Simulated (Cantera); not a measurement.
Charge: 1 mol Si, 0.15 mol CO₂, 200 mol H₂, equilibrated at 2.18 Torr.

Method: chemical equilibrium by Gibbs-energy minimisation in Cantera with the NASA 1993 tables (ideal gas, pure condensed phases). Candidate condensed phases: C, C₆H₆, C₇H₈, C₈H₁₈, H₂O, Si, SiC, SiO₂; 123 gas species. Mutual solubility and eutectic melting of coexisting phases are not modelled. The tables hold silica as quartz up to 1696 K and as liquid above; real silica turns to tridymite and cristobalite and melts near 1996 K. Gases not in the tables: Si₂H₆ and higher silanes. Equilibrium is a limit: real reactors are often held back by kinetics, nucleation or transport.

x: gas mole fraction; n: condensed amount in mol.

```json
[
 {"T (K)": "625", "x H₂": "1.00", "x H": "<1e-12", "x Si": "<1e-12", "x SiO": "<1e-12", "x CO": "<1e-12", "n Si(s)": "0.700", "n SiC(s)": "0.150", "n SiO₂(α-quartz)": "0.150", "n SiO₂(β-quartz)": "0", "n Si(l)": "0"},
 {"T (K)": "725", "x H₂": "1.00", "x H": "1.73e-12", "x Si": "<1e-12", "x SiO": "<1e-12", "x CO": "<1e-12", "n Si(s)": "0.700", "n SiC(s)": "0.150", "n SiO₂(α-quartz)": "0.150", "n SiO₂(β-quartz)": "0", "n Si(l)": "0"},
 {"T (K)": "825", "x H₂": "1.00", "x H": "1.47e-10", "x Si": "<1e-12", "x SiO": "2.48e-11", "x CO": "<1e-12", "n Si(s)": "0.700", "n SiC(s)": "0.150", "n SiO₂(α-quartz)": "0.150", "n SiO₂(β-quartz)": "0", "n Si(l)": "0"},
 {"T (K)": "925", "x H₂": "1.00", "x H": "4.84e-9", "x Si": "<1e-12", "x SiO": "6.05e-9", "x CO": "(withheld)", "n Si(s)": "0.700", "n SiC(s)": "0.150", "n SiO₂(α-quartz)": "0", "n SiO₂(β-quartz)": "0.150", "n Si(l)": "0"},
 {"T (K)": "1025", "x H₂": "1.000", "x H": "8.09e-8", "x Si": "<1e-12", "x SiO": "4.97e-7", "x CO": "(withheld)", "n Si(s)": "0.700", "n SiC(s)": "0.150", "n SiO₂(α-quartz)": "0", "n SiO₂(β-quartz)": "0.150", "n Si(l)": "0"},
 {"T (K)": "1125", "x H₂": "1.000", "x H": "8.25e-7", "x Si": "2.42e-11", "x SiO": "1.84e-5", "x CO": "(withheld)", "n Si(s)": "0.698", "n SiC(s)": "0.150", "n SiO₂(α-quartz)": "0", "n SiO₂(β-quartz)": "0.148", "n Si(l)": "0"},
 {"T (K)": "1225", "x H₂": "1.000", "x H": "5.79e-6", "x Si": "1.19e-9", "x SiO": "0.000374", "x CO": "(withheld)", "n Si(s)": "0.663", "n SiC(s)": "0.149", "n SiO₂(α-quartz)": "0", "n SiO₂(β-quartz)": "0.112", "n Si(l)": "0"},
 {"T (K)": "1325", "x H₂": "0.998", "x H": "3.03e-5", "x Si": "3.25e-8", "x SiO": "0.00148", "x CO": "(withheld)", "n Si(s)": "0.558", "n SiC(s)": "0.146", "n SiO₂(α-quartz)": "0", "n SiO₂(β-quartz)": "0", "n Si(l)": "0"},
 {"T (K)": "1425", "x H₂": "0.998", "x H": "0.000127", "x Si": "5.55e-7", "x SiO": "0.00147", "x CO": "(withheld)", "n Si(s)": "0.562", "n SiC(s)": "0.144", "n SiO₂(α-quartz)": "0", "n SiO₂(β-quartz)": "0", "n Si(l)": "0"},
 {"T (K)": "1525", "x H₂": "0.998", "x H": "0.000439", "x Si": "6.51e-6", "x SiO": "0.00145", "x CO": "(withheld)", "n Si(s)": "0.565", "n SiC(s)": "0.141", "n SiO₂(α-quartz)": "0", "n SiO₂(β-quartz)": "0", "n Si(l)": "0"},
 {"T (K)": "1625", "x H₂": "0.997", "x H": "0.00131", "x Si": "5.62e-5", "x SiO": "0.00144", "x CO": "(withheld)", "n Si(s)": "0.560", "n SiC(s)": "0.138", "n SiO₂(α-quartz)": "0", "n SiO₂(β-quartz)": "0", "n Si(l)": "0"},
 {"T (K)": "1725", "x H₂": "0.995", "x H": "0.00344", "x Si": "0.000350", "x SiO": "0.00140", "x CO": "(withheld)", "n Si(s)": "0", "n SiC(s)": "0.131", "n SiO₂(α-quartz)": "0", "n SiO₂(β-quartz)": "0", "n Si(l)": "0.506"},
 {"T (K)": "1825", "x H₂": "0.989", "x H": "0.00813", "x Si": "0.00157", "x SiO": "0.00133", "x CO": "(withheld)", "n Si(s)": "0", "n SiC(s)": "0.114", "n SiO₂(α-quartz)": "0", "n SiO₂(β-quartz)": "0", "n Si(l)": "0.265"}
]
```

### Question
Complete the blanks.

### Answer

- 925, x CO: 5.84e-12
- 1025, x CO: 1.11e-9
- 1125, x CO: 8.28e-8
- 1225, x CO: 3.02e-6
- 1325, x CO: 1.96e-5
- 1425, x CO: 2.99e-5
- 1525, x CO: 4.31e-5
- 1625, x CO: 5.93e-5
- 1725, x CO: 8.98e-5
- 1825, x CO: 0.000162
